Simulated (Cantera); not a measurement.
Input (Python, Cantera) and output of one run.

```python
import numpy as np
import cantera as ct

gas_names = """
    CL CLO CL2 H HCL HOCL HO2 H2 H2O H2O2 O OH O2 O3 Si SiCL SiCL2 SiCL3 SiCL4 SiH SiHCL3 SiH2 SiH2CL2
    SiH3 SiH3CL SiH4 SiO SiO2 Si2 Si3
""".split()
cond_names = """
    H2O(s) H2O(L) Si(cr) Si(L) SiO2(Lqz) SiO2(hqz) SiO2(L)
""".split()


# ... load() reads the species with a 1 bar reference pressure and builds the phases ...
atoms = {
    'SiH2Cl2': {'Si': 1, 'H': 2, 'CL': 2},
    'O2': {'O': 2},
    'H2': {'H': 2},
}
top_T = {}  # K; cautious upper limits of use, not melting points


# ... equilibrate(T, P, feed) seeds the gas with the atoms and calls Mixture.equilibrate('TP', solver="vcs", rtol=1e-11, max_steps=5000) ...
results = []
feed = {'SiH2Cl2': 1, 'O2': 0.095, 'H2': 17}  # mol
T = 900  # K
P = 10000  # Pa
mix = equilibrate(T, P, feed)
results.append((T, P, feed, dict(zip(mix.species_names, mix.species_moles))))
print(gas.report(threshold=1e-06))
for i in range(1, mix.n_phases):
    print(f"{mix.phase(i).name:16s} {mix.phase_moles(i):12.5e} mol")
```

Result:

```
       temperature   900 K
          pressure   10000 Pa
           density   0.0088153 kg/m^3
  mean mol. weight   6.5965 kg/kmol
   phase of matter   gas

                          1 kg             1 kmol
                     ---------------   ---------------
          enthalpy        2.0168e+05        1.3304e+06  J
   internal energy       -9.3271e+05       -6.1527e+06  J
           entropy             29047        1.9161e+05  J/K
    Gibbs function        -2.594e+07       -1.7112e+08  J
 heat capacity c_p            4857.4             32042  J/K
 heat capacity c_v              3597             23727  J/K

                      mass frac. Y      mole frac. X     chem. pot. / RT
                     ---------------   ---------------   ---------------
               HCL          0.029747         0.0053822           -43.881
                H2           0.29531           0.96628           -19.587
             SiCL2        0.00061119        4.0731e-05           -71.629
             SiCL3         0.0025521        0.00012523           -105.72
             SiCL4           0.47264          0.018352            -139.8
            SiHCL3           0.19216         0.0093586           -115.51
           SiH2CL2         0.0069307        0.00045266           -91.216
            SiH3CL        5.3885e-05        5.3405e-06           -66.921
     [  +22 minor]        1.3802e-07        2.8707e-08

Si(cr)            3.81419e-01 mol
SiO2(hqz)         9.50000e-02 mol
```

Equilibrium computed with Cantera from the NASA thermochemical tables; the gas is ideal and each condensed phase is pure. The tables' values for SiCl3 are old estimates; treat these amounts as uncertain.
